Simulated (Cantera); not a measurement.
What does this Cantera script print?

```python
import numpy as np
import cantera as ct

gas_names = """
    CL CL2 H HCL H2 N NH NH2 NH3 N2 N2H2 N2H4 Si SiCL SiCL2 SiCL3 SiCL4 SiH SiHCL3 SiH2 SiH2CL2 SiH3
    SiH3CL SiH4 SiN Si2 Si2N Si3
""".split()
cond_names = """
    NH4CL(a) NH4CL(b) Si(cr) Si(L) Si3N4(a)
""".split()


# ... load() reads the species with a 1 bar reference pressure and builds the phases ...
atoms = {
    'Si2Cl6': {'Si': 2, 'CL': 6},
    'NH3': {'N': 1, 'H': 3},
    'N2': {'N': 2},
}
top_T = {'Si3N4(a)': 2400}  # K; cautious upper limits of use, not melting points


# ... equilibrate(T, P, feed) seeds the gas with the atoms and calls Mixture.equilibrate('TP', solver="vcs", rtol=1e-11, max_steps=5000) ...
results = []
T = 1198.15  # K
P = 31000  # Pa
for m in [3.7, 4.8, 6.3, 8.3, 11, 14, 19, 24, 32, 42, 55, 72]:
    feed = {'Si2Cl6': 1, 'NH3': 1.7, 'N2': m}  # mol
    mix = equilibrate(T, P, feed)
    results.append((T, P, feed, dict(zip(mix.species_names, mix.species_moles))))
    x = sorted(zip(gas.X, gas.species_names), reverse=True)
    print(f"T = {T:g} K  P = {P:g} Pa  n(N2) = {m:g} mol  gas = {mix.phase_moles(0):.4g} mol")
    print("   x: " + "  ".join(f"{s} {v:.3e}" for v, s in x if v > 1e-05))
    print("   condensed (mol): " + ("  ".join(f"{mix.phase(i).name} {mix.phase_moles(i):.4g}"
          for i in range(1, mix.n_phases) if mix.phase_moles(i) > 1e-12) or "none"))
```

Result:

```
T = 1198.15 K  P = 31000 Pa  n(N2) = 3.7 mol  gas = 8.494 mol
   x: N2 4.437e-01  HCL 3.185e-01  H2 1.404e-01  SiCL4 9.549e-02  SiHCL3 1.133e-03  SiCL3 7.871e-04  SiCL2 5.735e-05
   condensed (mol): Si3N4(a) 0.3907
T = 1198.15 K  P = 31000 Pa  n(N2) = 4.8 mol  gas = 9.601 mol
   x: N2 5.057e-01  HCL 2.902e-01  H2 1.200e-01  SiCL4 8.245e-02  SiHCL3 9.184e-04  SiCL3 6.898e-04  SiCL2 5.102e-05
   condensed (mol): Si3N4(a) 0.3975
T = 1198.15 K  P = 31000 Pa  n(N2) = 6.3 mol  gas = 11.11 mol
   x: N2 5.708e-01  HCL 2.586e-01  H2 9.987e-02  SiCL4 6.936e-02  SiHCL3 7.211e-04  SiCL3 5.938e-04  SiCL2 4.494e-05
   condensed (mol): Si3N4(a) 0.4048
T = 1198.15 K  P = 31000 Pa  n(N2) = 8.3 mol  gas = 13.12 mol
   x: N2 6.347e-01  HCL 2.260e-01  H2 8.114e-02  SiCL4 5.705e-02  SiHCL3 5.515e-04  SiCL3 5.039e-04  SiCL2 3.934e-05
   condensed (mol): Si3N4(a) 0.4124
T = 1198.15 K  P = 31000 Pa  n(N2) = 11 mol  gas = 15.82 mol
   x: N2 6.957e-01  HCL 1.933e-01  H2 6.427e-02  SiCL4 4.582e-02  SiCL3 4.210e-04  SiHCL3 4.101e-04  SiCL2 3.419e-05
   condensed (mol): Si3N4(a) 0.4204
T = 1198.15 K  P = 31000 Pa  n(N2) = 14 mol  gas = 18.83 mol
   x: N2 7.432e-01  HCL 1.669e-01  H2 5.182e-02  SiCL4 3.742e-02  SiCL3 3.577e-04  SiHCL3 3.129e-04  SiCL2 3.023e-05
   condensed (mol): Si3N4(a) 0.4274
T = 1198.15 K  P = 31000 Pa  n(N2) = 19 mol  gas = 23.84 mol
   x: N2 7.960e-01  HCL 1.363e-01  H2 3.872e-02  SiCL4 2.846e-02  SiCL3 2.880e-04  SiHCL3 2.178e-04  SiCL2 2.577e-05
   condensed (mol): Si3N4(a) 0.4363
T = 1198.15 K  P = 31000 Pa  n(N2) = 24 mol  gas = 28.85 mol
   x: N2 8.307e-01  HCL 1.154e-01  H2 3.060e-02  SiCL4 2.282e-02  SiCL3 2.424e-04  SiHCL3 1.629e-04  SiCL2 2.275e-05
   condensed (mol): Si3N4(a) 0.4431
T = 1198.15 K  P = 31000 Pa  n(N2) = 32 mol  gas = 36.86 mol
   x: N2 8.668e-01  HCL 9.307e-02  H2 2.260e-02  SiCL4 1.719e-02  SiCL3 1.946e-04  SiHCL3 1.124e-04  SiCL2 1.946e-05
   condensed (mol): Si3N4(a) 0.4515
T = 1198.15 K  P = 31000 Pa  n(N2) = 42 mol  gas = 46.86 mol
   x: N2 8.948e-01  HCL 7.520e-02  H2 1.677e-02  SiCL4 1.302e-02  SiCL3 1.571e-04  SiHCL3 7.820e-05  SiCL2 1.676e-05
   condensed (mol): Si3N4(a) 0.4593
T = 1198.15 K  P = 31000 Pa  n(N2) = 55 mol  gas = 59.87 mol
   x: N2 9.172e-01  HCL 6.040e-02  H2 1.236e-02  SiCL4 9.811e-03  SiCL3 1.265e-04  SiHCL3 5.407e-05  SiCL2 1.443e-05
   condensed (mol): Si3N4(a) 0.467
T = 1198.15 K  P = 31000 Pa  n(N2) = 72 mol  gas = 76.88 mol
   x: N2 9.352e-01  HCL 4.821e-02  H2 9.044e-03  SiCL4 7.348e-03  SiCL3 1.015e-04  SiHCL3 3.711e-05  SiCL2 1.241e-05
   condensed (mol): Si3N4(a) 0.4745
```

Method: chemical equilibrium by Gibbs-energy minimisation in Cantera with the NASA 1993 tables (ideal gas, pure condensed phases). The feed counts by its element totals alone. The tables' values for SiCl3 are old estimates; treat these amounts as uncertain.
